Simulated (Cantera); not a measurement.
Charge: 1 mol Zr, 0.14 mol NH3, equilibrated at 1227 °C and 56.3 Torr.

These are equilibrium values from Cantera (NASA tables, ideal gas, pure condensed phases), not measurements of a reactor. Candidate condensed phases: Zr, ZrN; 11 gas species. Mutual solubility and eutectic melting of coexisting phases are not modelled. ZrN: taken at fixed stoichiometry. Condensed phases not in the tables: N, O or C dissolved in the metal. Rates play no part.

Base state: H2 1.000, H 6.43e-5 (mole fractions); condensed: Zr(β) + ZrN(s).

Problem. What changes in the equilibrium state with this change: NH3 from 0.14 to 8.9 mol?

Solution. 
```json
[
 {"species": "H2", "before": "1.000", "after": "0.772"},
 {"species": "N2", "before": "<1e-9", "after": "0.228"},
 {"species": "H", "before": "6.43e-5", "after": "5.65e-5"},
 {"species": "Zr(β), mol", "before": "0.860", "after": "0"},
 {"species": "ZrN(s), mol", "before": "0.140", "after": "1.00"}
]
```

Problem. What changes in the equilibrium state with this change: NH3 from 0.14 to 3 mol?

Solution. 
```json
[
 {"species": "H2", "before": "1.000", "after": "0.818"},
 {"species": "N2", "before": "<1e-9", "after": "0.182"},
 {"species": "H", "before": "6.43e-5", "after": "5.81e-5"},
 {"species": "Zr(β), mol", "before": "0.860", "after": "0"},
 {"species": "ZrN(s), mol", "before": "0.140", "after": "1.00"}
]
```
